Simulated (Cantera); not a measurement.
What does this Cantera script print?

```python
import numpy as np
import cantera as ct

gas_names = [...]  # 92 gases of nasa_gas.yaml made of C, H, N
cond_names = """
    C(gr) C6H6(L) C7H8(L) C8H18(L),n-octa
""".split()


# ... load() reads the species with a 1 bar reference pressure and builds the phases ...
atoms = {
    'C2H4': {'C': 2, 'H': 4},
    'NH3': {'N': 1, 'H': 3},
}
top_T = {'C(gr)': 4500}  # K; cautious upper limits of use, not melting points


# ... equilibrate(T, P, feed) seeds the gas with the atoms and calls Mixture.equilibrate('TP', solver="vcs", rtol=1e-11, max_steps=5000) ...
results = []
feed = {'C2H4': 1, 'NH3': 0.01}  # mol
T = 2948  # K
P = 7500  # Pa
mix = equilibrate(T, P, feed)
results.append((T, P, feed, dict(zip(mix.species_names, mix.species_moles))))
x = sorted(zip(gas.X, gas.species_names), reverse=True)
print(f"T = {T:g} K  P = {P:g} Pa  gas = {mix.phase_moles(0):.4g} mol")
print("   x: " + "  ".join(f"{s} {v:.3e}" for v, s in x if v > 1e-06))
print("   condensed (mol): " + ("  ".join(f"{mix.phase(i).name} {mix.phase_moles(i):.4g}"
      for i in range(1, mix.n_phases) if mix.phase_moles(i) > 1e-12) or "none"))
```

It prints:

```
T = 2948 K  P = 7500 Pa  gas = 2.5 mol
   x: H2 5.837e-01  H 3.744e-01  C2H2,acetylene 3.114e-02  C2H 3.182e-03  HCN 2.639e-03  C3 2.365e-03  C4H2 6.927e-04  HNC 4.775e-04  C 4.084e-04  N2 3.581e-04  C2 2.378e-04  CN 1.661e-04  C2H2,vinylidene 8.689e-05  CH 4.187e-05  C5 3.688e-05  CH2 3.209e-05  CH3 2.172e-05  C6H2 1.633e-05  C4 6.873e-06  C3H3,propargyl 2.775e-06  CH4 2.107e-06  C2H3,vinyl 1.892e-06
   condensed (mol): C(gr) 1.792
```

Method: chemical equilibrium by Gibbs-energy minimisation in Cantera with the NASA 1993 tables (ideal gas, pure condensed phases).
